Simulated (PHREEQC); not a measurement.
A solution holds 54 mmol/kgw HF, 0.042 mmol/kgw NaF, 0.0024 mmol/kgw H4SiO4 and 0.037 mmol/kgw HCl, at 25 °C. Closed to the air; pH follows from the charge balance.

Model: ion-association model, phreeqc.dat, run in PHREEQC.

Q: The ionic strength comes out as 0.00661 mol/kgw. What activity coefficients do Cl-, SiF6-2, HF2-, H+, F- get?

A: Cl- 0.92, SiF6-2 0.71, HF2- 0.92, H+ 0.93, F- 0.92.

No solid was allowed to form. Complexes and solids missing from the database can't appear. SiF6-2 is the database's only silicon fluoride.
